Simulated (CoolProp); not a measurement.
Vapour-liquid equilibrium of R142b (1) + R113 (2) at 0.0586 MPa; x and y are mole fractions of (1).

Computed with CoolProp (multi-fluid Helmholtz-energy mixture model, Lemmon 2006 and Marx 1992; pair parameters Bell 2016).

```csv
x,"bubble temperature, mixture model (K)","bubble temperature, Raoult's law (K)","y, mixture model","y, Raoult's law"
0.05,295.6,297.7,0.336,0.285
0.2,277.9,282.3,0.732,0.686
0.35,268.6,272.4,0.856,0.839
0.5,262.7,265.4,0.913,0.913
0.65,258.6,260.1,0.947,0.954
0.8,255.2,255.8,0.971,0.979
0.95,252.2,252.3,0.993,0.996
```

The largest gap from Raoult's law is -4.4 K in bubble temperature, at x = 0.2. No azeotrope shows between x = 0.05 and 0.95.

Pair parameters are fitted to limited data, so mixtures are less certain than the pure fluids.
